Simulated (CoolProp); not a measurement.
Properties of vinyl chloride along the isobar 19.5 bar (Tc = 151.9 °C, pc = 56.00 bar, ω = 0.160).

The numbers come from the reference Helmholtz-energy equation of state, Thol 2022 in CoolProp.

```json
[
 {"T (°C)": "-87.45", "phase": "liquid", "density (kg/m³)": "1101", "isothermal compressibility (1/MPa)": "0.0007383", "expansivity (1/kK)": "1.633", "fugacity coefficient": "0.0006189"},
 {"T (°C)": "-80.75", "phase": "liquid", "density (kg/m³)": "1089", "isothermal compressibility (1/MPa)": "0.0007820", "expansivity (1/kK)": "1.634", "fugacity coefficient": "0.001106"},
 {"T (°C)": "-74.05", "phase": "liquid", "density (kg/m³)": "1077", "isothermal compressibility (1/MPa)": "0.0008291", "expansivity (1/kK)": "1.637", "fugacity coefficient": "0.001885"},
 {"T (°C)": "-67.35", "phase": "liquid", "density (kg/m³)": "1066", "isothermal compressibility (1/MPa)": "0.0008800", "expansivity (1/kK)": "1.643", "fugacity coefficient": "0.003083"},
 {"T (°C)": "-60.65", "phase": "liquid", "density (kg/m³)": "1054", "isothermal compressibility (1/MPa)": "0.0009350", "expansivity (1/kK)": "1.652", "fugacity coefficient": "0.004858"},
 {"T (°C)": "-53.95", "phase": "liquid", "density (kg/m³)": "1042", "isothermal compressibility (1/MPa)": "0.0009948", "expansivity (1/kK)": "1.664", "fugacity coefficient": "0.007402"},
 {"T (°C)": "-47.25", "phase": "liquid", "density (kg/m³)": "1031", "isothermal compressibility (1/MPa)": "0.001060", "expansivity (1/kK)": "1.679", "fugacity coefficient": "0.01094"},
 {"T (°C)": "-40.55", "phase": "liquid", "density (kg/m³)": "1019", "isothermal compressibility (1/MPa)": "0.001131", "expansivity (1/kK)": "1.696", "fugacity coefficient": "0.01574"},
 {"T (°C)": "-33.85", "phase": "liquid", "density (kg/m³)": "1008", "isothermal compressibility (1/MPa)": "0.001208", "expansivity (1/kK)": "1.717", "fugacity coefficient": "0.02208"},
 {"T (°C)": "-27.15", "phase": "liquid", "density (kg/m³)": "995.9", "isothermal compressibility (1/MPa)": "0.001293", "expansivity (1/kK)": "1.742", "fugacity coefficient": "0.03029"}
]
```
